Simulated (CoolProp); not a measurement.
Acetone along the isotherm 335.2 K: fugacity coefficient from the reference equation and from simpler models built on Tc = 508.1 K, pc = 4.692 MPa, ω = 0.307; each cubic takes its own stable root.

Values from CoolProp's reference Helmholtz-energy equation of state, Lemmon 2006. It is a short technical equation, of lower accuracy than the large ones.

| p (MPa) | phase | reference |
|---|---|---|
| 0.978 | liquid | 0.1225 |
| 1.96 | liquid | 0.06282 |
| 2.93 | liquid | 0.04318 |
| 3.91 | liquid | 0.03325 |
| 4.89 | liquid | 0.02733 |
| 5.87 | liquid | 0.02339 |
| 6.84 | liquid | 0.02062 |
| 7.82 | liquid | 0.01854 |
| 8.8 | liquid | 0.01693 |
| 9.78 | liquid | 0.01565 |
| 10.8 | liquid | 0.01457 |
| 11.7 | liquid | 0.01379 |

**Question.** How far does each simpler model (van der Waals, Soave-Redlich-Kwong, Peng-Robinson) lie from the reference over these 12 states: mean and median of the absolute difference, and the worst?

**Answer.** 
- van der Waals: mean 496.4 %, median 495.1 %, worst +578.4 % at 335.2 K and 11.7 MPa
- Soave-Redlich-Kwong: mean 6.0 %, median 6.0 %, worst +10.3 % at 335.2 K and 11.7 MPa
- Peng-Robinson: mean 3.7 %, median 3.8 %, worst +5.7 % at 335.2 K and 11.7 MPa
